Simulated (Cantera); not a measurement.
A closed system holds: 1 mol B2O3, 1.8 mol H2O, 25 mol H2, held at 2800 Pa.

Equilibrium computed with Cantera from the NASA thermochemical tables; the gas is ideal and each condensed phase is pure. Candidate condensed phases: B, B2O3, B3O3H3, H2O; 23 gas species. Gases not in the tables: H3BO3. The numbers say what is thermodynamically allowed, not how fast it happens.

Task: Which condensed phases are stable at each of these points (T (K)): 848, 1048, 1248, 1448, 1648, 1848, 2048, 2248?

Result: 
```json
[
 {"T (K)": "848", "condensed phases": "B2O3(l)", "B condensed (%)": "99.2"},
 {"T (K)": "1048", "condensed phases": "B2O3(l)", "B condensed (%)": "99.6"},
 {"T (K)": "1248", "condensed phases": "B2O3(l)", "B condensed (%)": "96.6"},
 {"T (K)": "1448", "condensed phases": "B2O3(l)", "B condensed (%)": "70.3"},
 {"T (K)": "1648", "condensed phases": "gas only", "B condensed (%)": "0.0"},
 {"T (K)": "1848", "condensed phases": "gas only", "B condensed (%)": "0.0"},
 {"T (K)": "2048", "condensed phases": "gas only", "B condensed (%)": "0.0"},
 {"T (K)": "2248", "condensed phases": "gas only", "B condensed (%)": "0.0"}
]
```

From 848 K to 1448 K the condensed part is B2O3(l). From 1648 K to 2248 K nothing is condensed.
